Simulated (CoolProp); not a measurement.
Vapour-liquid equilibrium of n-heptane (1) + m-xylene (2) at 0.377 MPa; x and y are mole fractions of (1).

Values from CoolProp's multi-fluid Helmholtz-energy mixture model, Span 2003 and Zhou 2012; pair parameters Bell 2016.

```csv
x,bubble temperature (K),y at the bubble point,dew temperature at overall composition x (K),liquid density (mol/L)
0.05,464.6,0.120,467.2,6.509
0.125,458.9,0.267,464.5,6.449
0.2,454.0,0.385,461.6,6.383
0.275,449.8,0.482,458.6,6.313
0.35,446.0,…,455.5,6.240
0.425,442.7,0.634,452.3,6.166
0.5,439.6,…,449.0,6.091
0.575,436.8,0.752,445.5,6.015
0.65,434.1,0.803,441.9,…
0.725,431.7,0.850,…,5.864
0.8,…,0.894,434.3,…
0.875,427.1,…,…,5.716
0.95,425.0,0.975,426.3,5.643
```

**Question.** Fill in the missing entries.

**Answer.** 
- 0.35, y at the bubble point: 0.564
- 0.5, y at the bubble point: 0.696
- 0.65, liquid density (mol/L): 5.940
- 0.725, dew temperature at overall composition x (K): 438.2
- 0.8, bubble temperature (K): 429.3
- 0.8, liquid density (mol/L): 5.790
- 0.875, y at the bubble point: 0.935
- 0.875, dew temperature at overall composition x (K): 430.4

No azeotrope shows between x = 0.05 and 0.95.

The pair parameters rest on a limited set of measurements; away from them the model extrapolates.
